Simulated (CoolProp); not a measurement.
Hexamethyldisiloxane (MM) at several states: Z from the reference equation and from simpler models built on Tc = 518.7 K, pc = 19.31 bar, ω = 0.418; each cubic takes its own stable root.

Values from CoolProp's reference Helmholtz-energy equation of state, Thol 2016.

| T (K) | p (bar) | phase | reference |
|---|---|---|---|
| 413 | 0.42 | gas | 0.9825 |
| 593.8 | 44.4 | supercritical | 0.5196 |
| 342.4 | 7.31 | liquid | 0.05848 |

Question: How far does each simpler model (van der Waals, Redlich-Kwong, Soave-Redlich-Kwong, Peng-Robinson) lie from the reference over these 3 states: mean and median of the absolute difference, and the worst?

Answer: 
- van der Waals: mean 22.2 %, median 1.0 %, worst +64.9 % at 342.4 K and 7.31 bar
- Redlich-Kwong: mean 6.1 %, median 4.8 %, worst +13.2 % at 342.4 K and 7.31 bar
- Soave-Redlich-Kwong: mean 6.3 %, median 6.8 %, worst +12.0 % at 593.8 K and 44.4 bar
- Peng-Robinson: mean 3.4 %, median 4.8 %, worst -5.4 % at 342.4 K and 7.31 bar
